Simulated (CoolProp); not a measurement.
Values from CoolProp's reference Helmholtz-energy equation of state, Thol 2015.

Q: Give the vapour pressure (MPa), vapour density (kg/m³), surface tension (mN/m) of saturated octamethylcyclotetrasiloxane (D4) at 107.25 °C.

A: 
| T (°C) | p (MPa) | vapour density (kg/m³) | surface tension (mN/m) |
|---|---|---|---|
| 107.25 | 0.0117 | 1.11 | 12.0 |

Surface tension comes from a separate correlation (Mulero 2014), older than this fluid's equation and unchecked against measurements.
